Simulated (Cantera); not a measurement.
# HMDSO + NO + H2 (silicon oxide and oxynitride deposition)

A closed system holds: 1 mol HMDSO, 3.8 mol NO, 0.38 mol H2, held at 46.0 Pa.

These are equilibrium values from Cantera (NASA tables, ideal gas, pure condensed phases), not measurements of a reactor. Candidate condensed phases: C, C6H6, C7H8, C8H18, H2O, Si, SiC, SiO2, Si2N2O, Si3N4; 151 gas species. The feed counts by its element totals alone. The tables' values for SiN are old estimates; treat these amounts as uncertain. Kinetics and transport are ignored.

From 1227 °C to 1777 °C the condensed part is SiC(s). The main Si-bearing gas is SiO at 1227 °C and Si at 1777 °C.

```json
[
 {"T (°C)": "1227", "log p H2": "-3.57", "log p CO": "-3.90", "log p N2": "-4.26", "log p H": "-6.54", "log p SiO": "-4.94", "log p Si": "-9.28", "log p HCN": "-7.73", "n SiC(s)": "1.60"},
 {"T (°C)": "1277", "log p H2": "-3.57", "log p CO": "-3.90", "log p N2": "-4.27", "log p H": "-6.29", "log p SiO": "-4.94", "log p Si": "-8.74", "log p HCN": "-7.54", "n SiC(s)": "1.60"},
 {"T (°C)": "1327", "log p H2": "-3.57", "log p CO": "-3.90", "log p N2": "-4.27", "log p H": "-6.05", "log p SiO": "-4.94", "log p Si": "-8.24", "log p HCN": "-7.36", "n SiC(s)": "1.60"},
 {"T (°C)": "1377", "log p H2": "-3.57", "log p CO": "-3.90", "log p N2": "-4.27", "log p H": "-5.83", "log p SiO": "-4.94", "log p Si": "-7.77", "log p HCN": "-7.19", "n SiC(s)": "1.60"},
 {"T (°C)": "1427", "log p H2": "-3.57", "log p CO": "-3.90", "log p N2": "-4.27", "log p H": "-5.62", "log p SiO": "-4.94", "log p Si": "-7.32", "log p HCN": "-7.03", "n SiC(s)": "1.60"},
 {"T (°C)": "1477", "log p H2": "-3.58", "log p CO": "-3.90", "log p N2": "-4.27", "log p H": "-5.42", "log p SiO": "-4.94", "log p Si": "-6.90", "log p HCN": "-6.88", "n SiC(s)": "1.60"},
 {"T (°C)": "1527", "log p H2": "-3.58", "log p CO": "-3.90", "log p N2": "-4.27", "log p H": "-5.24", "log p SiO": "-4.95", "log p Si": "-6.51", "log p HCN": "-6.74", "n SiC(s)": "1.59"},
 {"T (°C)": "1577", "log p H2": "-3.58", "log p CO": "-3.90", "log p N2": "-4.27", "log p H": "-5.06", "log p SiO": "-4.96", "log p Si": "-6.14", "log p HCN": "-6.61", "n SiC(s)": "1.58"},
 {"T (°C)": "1627", "log p H2": "-3.59", "log p CO": "-3.91", "log p N2": "-4.27", "log p H": "-4.90", "log p SiO": "-4.97", "log p Si": "-5.80", "log p HCN": "-6.48", "n SiC(s)": "1.56"},
 {"T (°C)": "1677", "log p H2": "-3.60", "log p CO": "-3.91", "log p N2": "-4.28", "log p H": "-4.74", "log p SiO": "-5.01", "log p Si": "-5.48", "log p HCN": "-6.35", "n SiC(s)": "1.53"},
 {"T (°C)": "1727", "log p H2": "-3.61", "log p CO": "-3.91", "log p N2": "-4.29", "log p H": "-4.60", "log p SiO": "-5.09", "log p Si": "-5.20", "log p HCN": "-6.20", "n SiC(s)": "1.46"},
 {"T (°C)": "1777", "log p H2": "-3.63", "log p CO": "-3.91", "log p N2": "-4.30", "log p H": "-4.46", "log p SiO": "-5.24", "log p Si": "-4.97", "log p HCN": "-6.04", "n SiC(s)": "1.35"}
]
```
log p: log10 of the partial pressure in bar; n: condensed amount in mol.
